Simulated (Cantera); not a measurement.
Mixture: CH4 : O2 : N2 : CO2 = 1 : 1.67 : 8.33 : 2.3 (molar parts), at 4.93 atm, adiabatic and at constant volume. Ignition delay is the time to a rise of 400 K.

Cantera simulation using GRI-Mech 3.0 (53 species, 325 reactions); the numbers are that mechanism's predictions, not measurements.

Q: What does this change do: N2 8.33 to 4.7 parts?

A: 
```
quantity                                                before       after
--------------------------------------------------  ----------  ----------
delay at 1000 K                                        0.294 s     0.205 s
delay at 1075 K                                        94.2 ms     64.5 ms
delay at 1150 K                                        33.8 ms     22.8 ms
delay at 1225 K                                        13.1 ms     8.76 ms
delay at 1300 K                                        5.37 ms     3.58 ms
delay at 1375 K                                        2.31 ms     1.54 ms
apparent activation energy between 1225 and 1375 K  160 kJ/mol  160 kJ/mol
```
